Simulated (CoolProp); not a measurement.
C3F8 (R218) along the isotherm 394.7 K: Z from the reference equation and from simpler models built on Tc = 345.0 K, pc = 2.640 MPa, ω = 0.317; each cubic takes its own stable root.

Model: reference Helmholtz-energy equation of state, Lemmon 2006, in CoolProp. It is a short technical equation, of lower accuracy than the large ones.

```
p (MPa)  phase  reference  Pitzer virial  van der Waals
-------  -----  ---------  -------------  -------------
0.102      gas     0.9922         0.9918         0.9917
0.203      gas     0.9843         0.9836         0.9834
0.305      gas     0.9764         0.9753         0.9749
0.406      gas     0.9683         0.9672         0.9664
0.508      gas     0.9602         0.9589         0.9577
0.609      gas     0.9520         0.9508         0.9489
0.711      gas     0.9436         0.9425         0.9400
0.812      gas     0.9352         0.9343         0.9310
0.914      gas     0.9266         0.9261         0.9217
1.02       gas     0.9175         0.9175         0.9120
1.12       gas     0.9089         0.9094         0.9026
1.22       gas     0.9002         0.9014         0.8931
1.32       gas     0.8913         0.8933         0.8835
```
